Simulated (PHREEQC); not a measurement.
Solution (25 °C): 0.007 mol/kgw HBr, 0.14 mol/kgw FeCl3, 0.00017 mol/kgw CuCl2 and 0.017 mol/kgw Ca(OH)2. Closed to the air; pH follows from the charge balance.

The numbers come from PHREEQC with the ion-association model, phreeqc.dat.

This is a speciation only: nothing precipitates in the calculation.

Order these Cu species by the share of Cu that they hold, largest first: CuCl+, CuCl2, Cu+2.

Cu+2 (82 %), CuCl+ (17 %), CuCl2 (1.1 %)

Order these Cl species by the share of Cl that they hold, largest first: FeCl+2, Cl-, FeCl3, FeCl2+.

Cl- (77 %), FeCl+2 (15 %), FeCl2+ (8.4 %), FeCl3 (0.15 %)

The pH is 2.10 and the ionic strength 0.572 mol/kgw. The solution is supersaturated, for example in Hematite (slow to form), Goethite (slow to form), so a real one may precipitate; this is no full list.
